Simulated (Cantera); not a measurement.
Cantera run, input and output.

```python
import numpy as np
import cantera as ct

gas = ct.Solution("h2o2.yaml")
gas.TPX = 1375, 12000, {'H2': 0.53, 'O2': 1, 'N2': 15}
inlet = ct.Reservoir(gas, clone=True)

reactor = ct.IdealGasConstPressureReactor(gas, energy="off", clone=False)
exhaust = ct.Reservoir(gas, clone=True)
tau = [2, 1.1, 0.57, 0.31, 0.17, 0.089, 0.048, 0.026, 0.014, 0.0074][0]
for a, b in ((inlet, reactor), (reactor, exhaust)):
    ct.MassFlowController(a, b, mdot=lambda t: reactor.mass / tau)
net = ct.ReactorNet([reactor])
show = ['H2', 'O2', 'H', 'OH', 'HO2', 'O', 'H2O2']

rows = []
print(f"{'tau/s':>10s}{'T/K':>9s}" + "".join(f"{s:>11s}" for s in show))
for tau in [2, 1.1, 0.57, 0.31, 0.17, 0.089, 0.048, 0.026, 0.014, 0.0074]:
    net.initial_time = 0.0
    net.advance(30 * tau)
    before = gas.X
    net.advance(40 * tau)
    drift = np.max(np.abs(gas.X - before) / (gas.X + 1e-9))
    rows.append([gas.T, *gas[show].X, drift])
    print(f"{tau:10.3e}{gas.T:9.1f}" + "".join(f"{x:11.3e}" for x in gas[show].X))
```

It prints:

```
     tau/s      T/K         H2         O2          H         OH        HO2          O       H2O2
 2.000e+00   1375.0  7.042e-05  4.506e-02  3.216e-05  3.224e-04  5.009e-07  1.663e-04  3.222e-08
 1.100e+00   1375.0  1.040e-04  4.502e-02  5.823e-05  3.927e-04  6.415e-07  2.470e-04  4.114e-08
 5.700e-01   1375.0  1.592e-04  4.496e-02  1.114e-04  4.873e-04  8.135e-07  3.806e-04  5.287e-08
 3.100e-01   1375.0  2.349e-04  4.489e-02  2.019e-04  5.938e-04  9.801e-07  5.655e-04  6.548e-08
 1.700e-01   1375.0  3.426e-04  4.481e-02  3.600e-04  7.194e-04  1.141e-06  8.308e-04  7.928e-08
 8.900e-02   1375.0  5.088e-04  4.469e-02  6.610e-04  8.794e-04  1.300e-06  1.245e-03  9.494e-08
 4.800e-02   1375.0  7.308e-04  4.457e-02  1.154e-03  1.056e-03  1.428e-06  1.805e-03  1.095e-07
 2.600e-02   1375.0  1.025e-03  4.444e-02  1.942e-03  1.250e-03  1.529e-06  2.554e-03  1.222e-07
 1.400e-02   1375.0  1.401e-03  4.432e-02  3.128e-03  1.455e-03  1.602e-06  3.514e-03  1.320e-07
 7.400e-03   1375.0  1.864e-03  4.424e-02  4.760e-03  1.661e-03  1.649e-06  4.655e-03  1.382e-07
```

Detailed kinetics in Cantera: the H2/O2 subset of GRI-Mech 3.0, which has no nitrogen chemistry.
